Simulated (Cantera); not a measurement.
Feed: 1 mol Si3N4, 1.4 mol HCl, 2 mol H2, at 2.50 Pa.

These are equilibrium values from Cantera (NASA tables, ideal gas, pure condensed phases), not measurements of a reactor. Candidate condensed phases: NH4Cl, Si, Si3N4; 28 gas species. Mutual solubility and eutectic melting of coexisting phases are not modelled. Gases not in the tables: Si2H6 and higher silanes. Rates play no part.

**Question.** What share of the Si ends up in condensed phases as a function of T (K), at 1375, 1425, 1475, 1525, 1575, 1625, 1675, 1725, 1775, 1825, 1875, 1925?

**Answer.** 
| T (K) | Si condensed (%) | as |
|---|---|---|
| 1375 | 86.4 | Si(s) + Si3N4(s) |
| 1425 | 86.2 | Si(s) |
| 1475 | 86.1 | Si(s) |
| 1525 | 85.8 | Si(s) |
| 1575 | 85.4 | Si(s) |
| 1625 | 84.5 | Si(s) |
| 1675 | 82.2 | Si(s) |
| 1725 | 77.6 | Si(l) |
| 1775 | 67.3 | Si(l) |
| 1825 | 42.6 | Si(l) |
| 1875 | 0.0 | - |
| 1925 | 0.0 | - |
